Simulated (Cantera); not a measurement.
Charge: 1 mol V2O3, 1000 mol H2, 40 mol N2, held at 1323.15 K and 4100 Pa.

Equilibrium computed with Cantera from the NASA thermochemical tables; the gas is ideal and each condensed phase is pure. Mutual solubility and eutectic melting of coexisting phases are not modelled. VN, VO: taken at fixed stoichiometry. Condensed phases not in the tables: solid solutions among these carbides, nitrides and lower oxides, V2N. The numbers say what is thermodynamically allowed, not how fast it happens.

```csv
species,before,after
H2,0.960,0.960
N2,0.0384,0.0385
H2O,0.00112,0.000961
H,7.69e-6,0.000440
"VN(s), mol",0.168,0
"VO(s), mol",1.83,2.00
```
Gas species are given as mole fractions.

**Question.** Name the change that produced these shifts.
A) temperature from 1323.15 K to 1248 K
B) temperature from 1323.15 K to 1650 K
C) temperature from 1323.15 K to 975 K
D) temperature from 1323.15 K to 1075 K

**Answer.** B, temperature from 1323.15 K to 1650 K. VO: taken at fixed stoichiometry
